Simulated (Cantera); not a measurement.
**Pyrogenic steam for wet oxidation**

An isothermal, constant-pressure homogeneous reactor starts with 3.56 % H2, 11.5 % O2, 85.0 % N2, equivalence ratio 0.15, at 1075 K and 0.799 atm.

Detailed kinetics in Cantera: the H2/O2 subset of GRI-Mech 3.0, which has no nitrogen chemistry. The temperature is held fixed by assumption; the heat of reaction is taken as removed at once.

| t (s) | x H2 | x O2 | x OH | x O | x H2O2 | x HO2 |
|---|---|---|---|---|---|---|
| 0.000800 | 0.00115 | 0.0992 | 0.000113 | 0.000121 | 2.78e-6 | 2.14e-5 |
| 0.00151 | 0.000512 | 0.0990 | 4.73e-5 | 3.88e-5 | 1.75e-6 | 1.21e-5 |
| 0.00284 | 0.000248 | 0.0989 | 2.59e-5 | 1.52e-5 | 1.01e-6 | 6.99e-6 |
| 0.00534 | 0.000114 | 0.0988 | 1.60e-5 | 6.05e-6 | 4.72e-7 | 3.76e-6 |
| 0.0101 | 4.52e-5 | 0.0988 | 1.06e-5 | 2.24e-6 | 1.73e-7 | 1.73e-6 |
| 0.0190 | 1.45e-5 | 0.0988 | 7.13e-6 | 7.38e-7 | 5.99e-8 | 6.32e-7 |
| 0.0357 | 3.54e-6 | 0.0988 | 4.71e-6 | 2.32e-7 | 2.38e-8 | 1.78e-7 |
| 0.0672 | 6.40e-7 | 0.0988 | 3.04e-6 | 7.96e-8 | 1.02e-8 | 4.29e-8 |
| 0.127 | 8.28e-8 | 0.0988 | 1.98e-6 | 3.16e-8 | 4.48e-9 | 1.13e-8 |
| 0.238 | 8.06e-9 | 0.0988 | 1.33e-6 | 1.42e-8 | 2.08e-9 | 4.12e-9 |
| 0.449 | 1.23e-9 | 0.0988 | 9.24e-7 | 6.88e-9 | 1.02e-9 | 2.04e-9 |
| 0.846 | 4.96e-10 | 0.0988 | 6.57e-7 | 3.50e-9 | 5.24e-10 | 1.22e-9 |
| 1.59 | 2.56e-10 | 0.0988 | 4.77e-7 | 1.85e-9 | 2.78e-10 | 8.96e-10 |
| 3.00 | 1.49e-10 | 0.0988 | 3.55e-7 | 1.03e-9 | 1.56e-10 | 8.19e-10 |
x: mole fraction; the columns are a selection and need not sum to one.

Equilibrium at this temperature and pressure: H2 9.04e-11, O2 0.0988, OH 2.37e-7, O 4.61e-10, H2O2 7.06e-11, HO2 9.22e-10 (gas phase only).
